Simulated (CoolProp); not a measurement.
Vapour-liquid equilibrium of cis-2-butene (1) + ethanol (2) at 7.97 bar; x and y are mole fractions of (1).

Computed with CoolProp (multi-fluid Helmholtz-energy mixture model, Lemmon 2005 and Schroeder 2014; pair parameters Bell 2016).

Task: Give the bubble temperature and the first vapour's composition at x = 0.15, 0.25, 0.45. Is there an azeotrope?

Result: x = 0.15: 103.3 °C, y = 0.699; x = 0.25: 89.0 °C, y = 0.825; x = 0.45: 80.5 °C, y = 0.881. No azeotrope shows between x = 0.05 and 0.95.

The pair parameters rest on a limited set of measurements; away from them the model extrapolates. With so large a gap from Raoult's law the liquid may split in two, which this calculation doesn't test in full.
